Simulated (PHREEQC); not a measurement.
## Polishing slurry liquid (model solution)

Consider water at 30 °C with 0.0068 mol KOH, 5.6e-05 mol K2SO4 and 0.034 mol CuSO4 per kg of water. Closed to the air; pH follows from the charge balance.

All values are PHREEQC results (ion-association model, wateq4f.dat), not measurements.

```json
{
  "pH": "5.81",
  "ionic_strength": "0.0856 mol/kgw",
  "total_alkalinity": "6.80 meq/kg"
}
```

```json
[
 {"species": "SO4-2", "molality": "0.0221", "activity": "0.00859", "log γ": "-0.410"},
 {"species": "Cu+2", "molality": "0.0157", "activity": "0.00651", "log γ": "-0.382"},
 {"species": "CuSO4", "molality": "0.0116", "activity": "0.0118", "log γ": "0.009"},
 {"species": "K+", "molality": "0.00650", "activity": "0.00503", "log γ": "-0.111"},
 {"species": "Cu2(OH)2+2", "molality": "0.00332", "activity": "0.00128", "log γ": "-0.413"},
 {"species": "KSO4-", "molality": "0.000415", "activity": "0.000331", "log γ": "-0.099"},
 {"species": "Cu(OH)2", "molality": "5.66e-5", "activity": "5.77e-5", "log γ": "0.009"},
 {"species": "CuOH+", "molality": "5.45e-5", "activity": "4.24e-5", "log γ": "-0.109"},
 {"species": "H+", "molality": "1.85e-6", "activity": "1.53e-6", "log γ": "-0.081"},
 {"species": "HSO4-", "molality": "1.82e-6", "activity": "1.43e-6", "log γ": "-0.105"},
 {"species": "OH-", "molality": "1.22e-8", "activity": "9.43e-9", "log γ": "-0.113"}
]
```

No solid was allowed to form. Examples of supersaturated solids here: Brochantite, Antlerite. Others may be too.
